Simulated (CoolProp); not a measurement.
Vapour-liquid equilibrium of fluoroethane (R161) (1) + R134a (2) at 0.0143 MPa; x and y are mole fractions of (1).

Values from CoolProp's multi-fluid Helmholtz-energy mixture model, Wu 2012 and Tillner-Roth 1994; pair parameters Bell 2016.

```csv
x,bubble temperature (°C),y at the bubble point,dew temperature at overall composition x (°C),liquid density (mol/L)
0.05,-62.2,0.086,?,14.64
0.15,-63.4,0.244,-62.7,14.95
0.25,-64.5,0.387,-63.4,15.27
0.35,?,0.514,-64.2,15.60
0.45,?,0.626,-65.1,?
0.55,-68.1,?,-66.1,16.29
0.65,-69.2,0.805,-67.2,16.65
0.75,-70.3,0.875,-68.4,17.03
0.85,-71.4,0.933,-69.9,?
0.95,-72.4,?,-71.7,17.81
```

Q: Fill in the missing entries.

A: 
- 0.05, dew temperature at overall composition x (°C): -62.0
- 0.35, bubble temperature (°C): -65.7
- 0.45, bubble temperature (°C): -66.9
- 0.45, liquid density (mol/L): 15.94
- 0.55, y at the bubble point: 0.723
- 0.85, liquid density (mol/L): 17.41
- 0.95, y at the bubble point: 0.980

No azeotrope shows between x = 0.05 and 0.95.

Pair parameters are fitted to limited data, so mixtures are less certain than the pure fluids.
